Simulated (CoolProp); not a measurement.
Aqueous ethylene glycol as a coolant, at 34 °C, 1 atm.

The numbers come from the Melinder's fits for secondary coolants in CoolProp.

```csv
mass %,freezing point (°C),Prandtl number,viscosity (mPa s),conductivity (W/(m K)),cp (kJ/(kg K))
5.5,-1.7,5.69,0.821,0.594,4.111
9.2,-3.1,6.31,0.892,0.575,4.066
12.9,-4.5,7.03,0.974,0.557,4.020
16.6,-6.2,7.85,1.07,0.539,3.971
20.3,-8.1,8.77,1.17,0.521,3.917
24,-10.3,9.79,1.28,0.504,3.860
27.8,-12.9,10.9,1.40,0.487,3.797
31.5,-15.8,12.2,1.54,0.471,3.732
35.2,-19.0,13.5,1.68,0.456,3.665
38.9,-22.7,15.1,1.84,0.440,3.596
42.6,-26.7,16.8,2.02,0.426,3.525
```
